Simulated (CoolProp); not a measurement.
R245fa along the isobar 32.2 bar: fugacity coefficient from the reference equation and from simpler models built on Tc = 153.9 °C, pc = 36.51 bar, ω = 0.378; each cubic takes its own stable root.

Computed with CoolProp (reference Helmholtz-energy equation of state, Akasaka 2015).

```json
[
 {"T (°C)": "98.15", "phase": "liquid", "reference": "0.3316"},
 {"T (°C)": "102.05", "phase": "liquid", "reference": "0.3561"},
 {"T (°C)": "106.05", "phase": "liquid", "reference": "0.3821"},
 {"T (°C)": "109.95", "phase": "liquid", "reference": "0.4084"},
 {"T (°C)": "113.95", "phase": "liquid", "reference": "0.4362"},
 {"T (°C)": "117.85", "phase": "liquid", "reference": "0.4640"},
 {"T (°C)": "121.85", "phase": "liquid", "reference": "0.4932"},
 {"T (°C)": "125.75", "phase": "liquid", "reference": "0.5223"},
 {"T (°C)": "129.75", "phase": "liquid", "reference": "0.5527"},
 {"T (°C)": "133.65", "phase": "liquid", "reference": "0.5826"},
 {"T (°C)": "137.65", "phase": "liquid", "reference": "0.6136"},
 {"T (°C)": "141.55", "phase": "liquid", "reference": "0.6439"},
 {"T (°C)": "145.55", "phase": "liquid", "reference": "0.6747"},
 {"T (°C)": "149.45", "phase": "gas", "reference": "0.6941"}
]
```

How far does each simpler model (van der Waals, Redlich-Kwong, Soave-Redlich-Kwong) lie from the reference over these 14 states: mean and median of the absolute difference, and the worst?


- van der Waals: mean 27.9 %, median 25.8 %, worst +57.9 % at 98.15 °C and 32.2 bar
- Redlich-Kwong: mean 12.1 %, median 11.5 %, worst +25.4 % at 98.15 °C and 32.2 bar
- Soave-Redlich-Kwong: mean 1.9 %, median 2.2 %, worst +2.8 % at 98.15 °C and 32.2 bar

At some of these states van der Waals gives the other phase, because its saturation line lies elsewhere.
